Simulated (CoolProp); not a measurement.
Values from CoolProp's reference Helmholtz-energy equation of state, Thol 2016.

For R1234ze(E), give the phase and the Joule-Thomson coefficient (K/MPa), isothermal compressibility (1/MPa), expansivity (1/kK), conductivity (mW/(m K)) at 364.2 K and 3.03 bar.


- 364.2 K and 3.03 bar: gas; Joule-Thomson coefficient 11.2, isothermal compressibility 3.43, expansivity 3.11, conductivity 19.3

Thermal conductivity comes from a separate model (Perkins 2011).
